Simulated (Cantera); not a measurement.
A Cantera script and what it prints.

```python
import numpy as np
import cantera as ct

gas_names = [...]  # 131 gases of nasa_gas.yaml made of C, H, O
cond_names = """
    C(gr) C6H6(L) C7H8(L) C8H18(L),n-octa H2O(s) H2O(L)
""".split()


# ... load() reads the species with a 1 bar reference pressure and builds the phases ...
atoms = {
    'CO2': {'C': 1, 'O': 2},
    'H2': {'H': 2},
    'O2': {'O': 2},
    'H2O': {'H': 2, 'O': 1},
}
top_T = {'C(gr)': 4500}  # K; cautious upper limits of use, not melting points


# ... equilibrate(T, P, feed) seeds the gas with the atoms and calls Mixture.equilibrate('TP', solver="vcs", rtol=1e-11, max_steps=5000) ...
results = []
feed = {'CO2': 1, 'H2': 0.07, 'O2': 0.036, 'H2O': 0.19}  # mol
P = 150000  # Pa
for T in [2000, 2500, 3000, 3500, 4000, 4500, 5000]:
    mix = equilibrate(T, P, feed)
    results.append((T, P, feed, dict(zip(mix.species_names, mix.species_moles))))
    x = sorted(zip(gas.X, gas.species_names), reverse=True)
    print(f"T = {T:g} K  P = {P:g} Pa  gas = {mix.phase_moles(0):.4g} mol")
    print("   x: " + "  ".join(f"{s} {v:.3e}" for v, s in x if v > 0.001))
    print("   condensed (mol): " + ("  ".join(f"{mix.phase(i).name} {mix.phase_moles(i):.4g}"
          for i in range(1, mix.n_phases) if mix.phase_moles(i) > 1e-12) or "none"))
```

Output:

```
T = 2000 K  P = 150000 Pa  gas = 1.269 mol
   x: CO2 7.776e-01  H2O 2.038e-01  CO 1.070e-02  O2 6.157e-03  OH 1.093e-03
   condensed (mol): none
T = 2500 K  P = 150000 Pa  gas = 1.333 mol
   x: CO2 6.574e-01  H2O 1.842e-01  CO 9.292e-02  O2 4.535e-02  OH 1.209e-02  H2 4.199e-03  O 2.520e-03  H 1.330e-03
   condensed (mol): none
T = 3000 K  P = 150000 Pa  gas = 1.549 mol
   x: CO2 3.644e-01  CO 2.811e-01  H2O 1.242e-01  O2 1.234e-01  OH 4.675e-02  O 3.247e-02  H 1.466e-02  H2 1.294e-02
   condensed (mol): none
T = 3500 K  P = 150000 Pa  gas = 1.944 mol
   x: CO 4.000e-01  O 1.477e-01  O2 1.346e-01  CO2 1.144e-01  OH 7.256e-02  H 6.654e-02  H2O 4.511e-02  H2 1.905e-02
   condensed (mol): none
T = 4000 K  P = 150000 Pa  gas = 2.395 mol
   x: CO 3.925e-01  O 3.154e-01  H 1.370e-01  O2 6.737e-02  OH 4.539e-02  CO2 2.498e-02  H2 1.107e-02  H2O 6.280e-03
   condensed (mol): none
T = 4500 K  P = 150000 Pa  gas = 2.658 mol
   x: O 4.117e-01  CO 3.709e-01  H 1.711e-01  O2 2.055e-02  OH 1.616e-02  CO2 5.346e-03  H2 3.675e-03
   condensed (mol): none
T = 5000 K  P = 150000 Pa  gas = 2.744 mol
   x: O 4.413e-01  CO 3.630e-01  H 1.816e-01  O2 5.956e-03  OH 5.414e-03  CO2 1.389e-03  H2 1.196e-03
   condensed (mol): none
```

Equilibrium computed with Cantera from the NASA thermochemical tables; the gas is ideal and each condensed phase is pure.
